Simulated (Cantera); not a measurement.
A closed system holds: 1 mol PbI2, 0.17 mol N2, equilibrated at 1125 °C and 2.50 Pa.

Method: chemical equilibrium by Gibbs-energy minimisation in Cantera with the NASA 1993 tables (ideal gas, pure condensed phases). Candidate condensed phases: I2, Pb, PbI2; 9 gas species. Kinetics and transport are ignored.

Base state: I 0.628, Pb 0.311, N2 0.0540, PbI 0.00648, PbI2 6.83e-5, I2 1.62e-5 (mole fractions); condensed: gas only.

Q: What changes in the equilibrium state with this change: N2 from 0.17 to 13 mol?

A: 
```csv
species,before,after
N2,0.0540,0.813
I,0.628,0.125
Pb,0.311,0.0623
PbI2,6.83e-5,5.39e-7
I2,1.62e-5,6.38e-7
PbI,0.00648,0.000258
```
